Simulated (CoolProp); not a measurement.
Saturation properties of CH2F2 (R32).

Values from CoolProp's reference Helmholtz-energy equation of state, Tillner-Roth 1997.

```tsv
T (K)	p (MPa)	liquid density (kg/m³)	vapour density (kg/m³)	liquid cp (kJ/(kg K))	liquid viscosity (µPa s)	vapour viscosity (µPa s)
229.5	0.1499	1191	4.320	___	___	10.2
233.3	0.1786	1180	5.098	___	254	10.4
237.1	0.2115	1169	5.983	1.616	242	10.6
240.8	0.2479	1158	6.957	1.625	230	10.8
244.6	0.2902	1147	8.085	1.635	219	10.9
248.4	0.3379	1135	9.354	1.646	208	11.1
252.1	0.3899	1124	10.74	1.657	199	11.3
255.9	0.4496	1112	12.32	1.670	189	11.5
259.7	0.5160	1100	14.09	1.684	180	11.7
```

Question: Complete the blanks.

Answer: 
- 229.5, liquid cp (kJ/(kg K)): 1.600
- 229.5, liquid viscosity (µPa s): 268
- 233.3, liquid cp (kJ/(kg K)): 1.608

It boils at 221.5 K under 1 atm.

Viscosity comes from a separate model (Bell 2016), an estimate that may be off by 10 % or more.
